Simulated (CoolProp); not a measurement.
A simple Rankine cycle with dimethyl carbonate: condensing at 289.15 K, boiler at 1.29 MPa, turbine inlet 510.8 K, turbine efficiency 0.6, pump efficiency 0.7, no recuperator. Each further row changes one setting.

Values from CoolProp's reference Helmholtz-energy equation of state, Zhou 2011.

```json
[
 {"case": "as stated", "thermal efficiency (%)": "17.8", "net work (kJ/kg)": "128", "heat in (kJ/kg)": "721", "turbine exit temperature (K)": "(withheld)", "volume ratio over the turbine": "269"},
 {"case": "turbine inlet 530.8 K", "thermal efficiency (%)": "17.8", "net work (kJ/kg)": "135", "heat in (kJ/kg)": "758", "turbine exit temperature (K)": "(withheld)", "volume ratio over the turbine": "266"},
 {"case": "condensing temperature 281.15 K", "thermal efficiency (%)": "18.7", "net work (kJ/kg)": "(withheld)", "heat in (kJ/kg)": "(withheld)", "turbine exit temperature (K)": "410.1", "volume ratio over the turbine": "419"},
 {"case": "boiler pressure 0.903 MPa", "thermal efficiency (%)": "17.0", "net work (kJ/kg)": "124", "heat in (kJ/kg)": "729", "turbine exit temperature (K)": "(withheld)", "volume ratio over the turbine": "(withheld)"},
 {"case": "turbine efficiency 0.5", "thermal efficiency (%)": "14.8", "net work (kJ/kg)": "(withheld)", "heat in (kJ/kg)": "721", "turbine exit temperature (K)": "430.6", "volume ratio over the turbine": "(withheld)"}
]
```

### Question
Fill in the missing entries.

### Answer

- as stated, turbine exit temperature (K): 416.1
- turbine inlet 530.8 K, turbine exit temperature (K): 435.9
- condensing temperature 281.15 K, net work (kJ/kg): 137
- condensing temperature 281.15 K, heat in (kJ/kg): 736
- boiler pressure 0.903 MPa, turbine exit temperature (K): 424.2
- boiler pressure 0.903 MPa, volume ratio over the turbine: 183
- turbine efficiency 0.5, net work (kJ/kg): 107
- turbine efficiency 0.5, volume ratio over the turbine: 279
